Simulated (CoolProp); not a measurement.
R125 along the isobar 20.5 bar: fugacity coefficient from the reference equation and from simpler models built on Tc = 66.0 °C, pc = 36.18 bar, ω = 0.305; each cubic takes its own stable root.

Computed with CoolProp (reference Helmholtz-energy equation of state, Lemmon 2005).

| T (°C) | phase | reference | van der Waals | Redlich-Kwong | Soave-Redlich-Kwong | Peng-Robinson |
|---|---|---|---|---|---|---|
| -95.45 | liquid | 0.002482 | 0.07425 | 0.008256 | 0.002486 | 0.002620 |
| -66.15 | liquid | 0.01987 | 0.1746 | 0.04604 | 0.01997 | 0.02015 |
| -36.85 | liquid | 0.08475 | 0.3275 | 0.1485 | 0.08607 | 0.08485 |
| -7.55 | liquid | 0.2401 | 0.5265 | 0.3393 | 0.2458 | 0.2397 |
| 21.75 | liquid | 0.5124 | 0.7554 | 0.6126 | 0.5250 | 0.5102 |
| 51.05 | gas | 0.7758 | 0.8128 | 0.7856 | 0.7801 | 0.7632 |
| 80.35 | gas | 0.8365 | 0.8493 | 0.8340 | 0.8382 | 0.8216 |
| 109.65 | gas | 0.8772 | 0.8767 | 0.8691 | 0.8795 | 0.8636 |
| 138.95 | gas | 0.9062 | 0.8979 | 0.8953 | 0.9100 | 0.8949 |
| 168.25 | gas | 0.9275 | 0.9147 | 0.9155 | 0.9330 | 0.9188 |
| 197.55 | gas | 0.9437 | 0.9282 | 0.9312 | 0.9505 | 0.9373 |
| 226.85 | gas | 0.9561 | 0.9392 | 0.9436 | 0.9641 | 0.9518 |
